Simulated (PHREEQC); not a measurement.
Brine: an equilibrium model

A solution holds 1 mol NaBr, 0.57 mol Na2SO4 and 3.8e-05 mol K2SiO3 per kg of water, at 25 °C. Closed to the air; pH follows from the charge balance.

Computed with PHREEQC (Pitzer model, pitzer.dat).

No solid was allowed to form.

**Question.** Estimate the pH.

**Answer.** pH 9.43.

**Question.** In which forms is Si present?

**Answer.** H3SiO4- 58 %, H4SiO4 42 % of the Si.

In brines, pH and single-ion activities rest on the MacInnes convention.
